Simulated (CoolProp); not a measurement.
o-xylene at 426.82 K and 7.72 MPa is throttled through a valve to 1.67 MPa with no heat exchange. Each further row changes one setting.

Computed with CoolProp (reference Helmholtz-energy equation of state, Zhou 2012).

```tsv
case	temperature change (K)	final density (kg/m³)
as stated	+1.7	761
outlet pressure 0.501 MPa	+2.0	759
outlet pressure 2.17 MPa	+1.6	762
```
